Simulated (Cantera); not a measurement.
A perfectly stirred reactor is fed with H2 : O2 : N2 : NO = 1 : 0.769 : 2.89 : 0.0081 (molar parts), at 10.0 bar; it is adiabatic with a 475 K inlet, and is followed from long to short residence time, starting on the burning branch (τ in s: 0.24, 0.088, 0.032, 0.012, 0.0042, 0.0015, 0.00054, 0.0002, 7.1e-05, 2.6e-05, 9.3e-06).

Computed with Cantera and GRI-Mech 3.0 (53 species, 325 reactions). The hydrogen kinetics of GRI-Mech 3.0 are dated; newer H2 mechanisms differ, most at raised pressure. The mechanism lacks 2 NO + O2 → 2 NO2 and HONO, so NO2 and the effect of NO are under-described below about 1400 K.

### Question
Predict: blow-out, bracketed by the residence times tried; x(H2) at τ = 0.240 s; x(O2) at τ = 0.240 s; x(NO) at τ = 0.240 s; x(H2O) at τ = 0.240 s; x(N2O) at τ = 0.240 s; x(H2) at τ = 1.50 ms; x(O2) at τ = 1.50 ms; x(NO) at τ = 1.50 ms; x(H2O) at τ = 1.50 ms; x(N2O) at τ = 1.50 ms.

### Answer
```
Item                                                                              Result
------------------------------------------------  --------------------------------------
blow-out, bracketed by the residence times tried  burning at 9.30 µs, the shortest tried
x(H2) at τ = 0.240 s                                                            0.000153
x(O2) at τ = 0.240 s                                                              0.0634
x(NO) at τ = 0.240 s                                                             0.00319
x(H2O) at τ = 0.240 s                                                              0.239
x(N2O) at τ = 0.240 s                                                            7.98e-7
x(H2) at τ = 1.50 ms                                                            0.000531
x(O2) at τ = 1.50 ms                                                              0.0640
x(NO) at τ = 1.50 ms                                                             0.00197
x(H2O) at τ = 1.50 ms                                                              0.238
x(N2O) at τ = 1.50 ms                                                            1.39e-6
```
